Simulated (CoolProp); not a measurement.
Saturation properties of nitrous oxide (Tc = 309.5 K, pc = 7.245 MPa, ω = 0.161).

Values from CoolProp's reference Helmholtz-energy equation of state, Lemmon 2006. It is a short technical equation, of lower accuracy than the large ones.

| T (K) | p (MPa) | liquid density (kg/m³) | enthalpy of vaporisation (kJ/kg) | vapour Z | surface tension (mN/m) |
|---|---|---|---|---|---|
| 205.2 | ___ | 1168 | 350.0 | 0.9432 | 19.1 |
| 217.5 | 0.5163 | 1129 | 333.9 | 0.9172 | 16.5 |
| 229.8 | 0.8322 | 1087 | 316.2 | 0.8848 | 13.8 |
| 242.1 | 1.273 | 1042 | ___ | 0.8457 | 11.3 |
| 254.5 | 1.870 | ___ | 273.9 | 0.7987 | ___ |
| 266.8 | 2.643 | 938.1 | 248.0 | 0.7432 | 6.53 |
| 279.1 | 3.626 | 875.5 | 216.8 | 0.6764 | 4.34 |
| 291.4 | 4.855 | 798.2 | 176.8 | 0.5918 | 2.33 |
| 303.8 | ___ | 679.3 | 113.8 | 0.4641 | ___ |

### Question
Complete the blanks.

### Answer

- 205.2, p (MPa): 0.3005
- 242.1, enthalpy of vaporisation (kJ/kg): 296.5
- 254.5, liquid density (kg/m³): 992.5
- 254.5, surface tension (mN/m): 8.86
- 303.8, p (MPa): 6.397
- 303.8, surface tension (mN/m): 0.580

It boils at 184.7 K under 1 atm.

Surface tension comes from a separate correlation (Mulero 2012).
